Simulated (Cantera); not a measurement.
Adiabatic ignition

An adiabatic, constant-pressure homogeneous reactor starts with CH₃OH : O₂ : N₂ = 1 : 1.53 : 5.76 (molar parts), equivalence ratio 0.98, at 1473 K and 760 Torr.

Computed with Cantera and GRI-Mech 3.0 (53 species, 325 reactions). GRI-Mech 3.0 was tuned for natural gas; its chemistry of methanol as a main component is partial and can be far from experiment.

| t (s) | T (K) | x CH₃OH | x O₂ | x CH₂ | x CH₂O | x H₂O | x H |
|---|---|---|---|---|---|---|---|
| 2.00e-6 | 1473 | 0.121 | 0.185 | 3.84e-8 | 7.54e-6 | 5.68e-6 | 1.16e-7 |
| 5.44e-6 | 1473 | 0.121 | 0.185 | 3.83e-8 | 2.36e-5 | 1.60e-5 | 1.23e-7 |
| 1.48e-5 | 1473 | 0.121 | 0.184 | 3.83e-8 | 7.46e-5 | 4.55e-5 | 1.44e-7 |
| 4.03e-5 | 1473 | 0.120 | 0.184 | 3.83e-8 | 0.000272 | 0.000152 | 2.27e-7 |
| 0.000110 | 1475 | 0.119 | 0.183 | 3.92e-8 | 0.00165 | 0.00101 | 7.59e-7 |
| 0.000299 | 2115 | 2.00e-11 | 0.0500 | 4.11e-10 | 3.75e-9 | 0.159 | 0.0266 |
| 0.000813 | 2702 | <1e-12 | 0.0259 | <1e-12 | 2.94e-10 | 0.186 | 0.00772 |
| 0.00221 | 2700 | <1e-12 | 0.0244 | <1e-12 | 2.97e-10 | 0.186 | 0.00751 |
| 0.00602 | 2695 | <1e-12 | 0.0230 | <1e-12 | 3.01e-10 | 0.186 | 0.00740 |
| 0.0164 | 2694 | <1e-12 | 0.0228 | <1e-12 | 3.02e-10 | 0.186 | 0.00738 |
| 0.0446 | 2694 | <1e-12 | 0.0228 | <1e-12 | 3.02e-10 | 0.186 | 0.00738 |
| 0.121 | 2694 | <1e-12 | 0.0228 | <1e-12 | 3.02e-10 | 0.186 | 0.00738 |
| 0.331 | 2694 | <1e-12 | 0.0228 | <1e-12 | 3.02e-10 | 0.186 | 0.00738 |
| 0.900 | 2694 | <1e-12 | 0.0228 | <1e-12 | 3.02e-10 | 0.186 | 0.00738 |
x: mole fraction; the columns are a selection and need not sum to one.

The time of steepest temperature rise comes out as 0.294 ms and the temperature at 0.900 s is 2694 K. The equilibrium temperature comes out as 2694 K. The x(CH₃OH) at 0.900 s is <1e-12 (gas-phase equilibrium <1e-12). The x(O₂) at 0.900 s is 0.0228 (gas-phase equilibrium 0.0228). The x(CH₂) at 0.900 s is <1e-12 (gas-phase equilibrium <1e-12).
